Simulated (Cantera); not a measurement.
A perfectly stirred reactor is fed with 3.97 % CH₄, 1.63 % H₂, 19.9 % O₂, 74.5 % N₂, at 470000 Pa; it is adiabatic with a 400 K inlet, and is followed from long to short residence time, starting on the burning branch (τ in s: 0.33, 0.13, 0.049, 0.019, 0.0072, 0.0028, 0.0011, 0.00041, 0.00016, 6.1e-05, 2.3e-05, 9e-06, 3.5e-06).

Cantera simulation using GRI-Mech 3.0 (53 species, 325 reactions); the numbers are that mechanism's predictions, not measurements.

One state of this run: T (K) = 1458; x CH₄ = 2.53e-5; x H₂ = 1.75e-5; x O₂ = 0.112; x CO = 0.000221; x CH₂CO = 5.13e-8; x H = 2.56e-7. x: mole fraction; the columns are a selection and need not sum to one.

Problem. Which value of τ (s) does it belong to?
(A) 0.019
(B) 2.3e-5
(C) 0.13
(D) 0.00041

Solution. C, 0.13
